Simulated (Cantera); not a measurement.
An adiabatic, constant-volume homogeneous reactor starts with CH4 : C2H6 : O2 : N2 : H2O = 1 : 0.031 : 2.29 : 8.62 : 0.33 (molar parts), equivalence ratio 0.92, at 1373 K and 0.250 bar. Integrator tolerance rtol = 1e-08.

Detailed kinetics in Cantera: GRI-Mech 3.0 (53 species, 325 reactions).

| quantity | before | after |
|---|---|---|
| time of steepest temperature rise | 5.28 ms | 1.02 ms |
| temperature at 1.00 s | 2699 K | 2733 K |
| equilibrium temperature | 2699 K | 2733 K |
| x(CH4) at 1.00 s | <1e-12 (gas-phase equilibrium <1e-12) | <1e-12 (gas-phase equilibrium <1e-12) |
| x(C2H6) at 1.00 s | <1e-12 (gas-phase equilibrium <1e-12) | <1e-12 (gas-phase equilibrium <1e-12) |
| x(O2) at 1.00 s | 0.0289 (gas-phase equilibrium 0.0289) | 0.0303 (gas-phase equilibrium 0.0303) |
| x(H2O) at 1.00 s | 0.153 (gas-phase equilibrium 0.153) | 0.147 (gas-phase equilibrium 0.147) |
| x(C2H) at 1.00 s | <1e-12 (gas-phase equilibrium <1e-12) | <1e-12 (gas-phase equilibrium <1e-12) |
| x(H2) at 1.00 s | 0.0183 (gas-phase equilibrium 0.0183) | 0.0206 (gas-phase equilibrium 0.0206) |
| x(CO2) at 1.00 s | 0.0457 (gas-phase equilibrium 0.0457) | 0.0419 (gas-phase equilibrium 0.0419) |

Q: Which change was made?
(A) initial temperature 1373 to 998 K
(B) initial temperature 1373 to 1675 K
(C) C2H6 0.031 to 0.082 parts
(D) initial temperature 1373 to 1525 K

A: D, initial temperature 1373 to 1525 K
